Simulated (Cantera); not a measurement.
Input: 1 mol SO2, 5.7 mol H2O, a varied amount of O2, held at 748.15 K and 1330 Pa.

Equilibrium computed with Cantera from the NASA thermochemical tables; the gas is ideal and each condensed phase is pure. Candidate condensed phases: H2O, H2SO4, S; 19 gas species. The numbers say what is thermodynamically allowed, not how fast it happens.

Problem. At 4 mol O2, list the 5 most abundant gas species with their mole fractions, and the condensed phases.

Solution. H2O 0.555, O2 0.347, SO3 0.0844, SO2 0.0129, H2SO4 0.000110. Condensed: gas only.
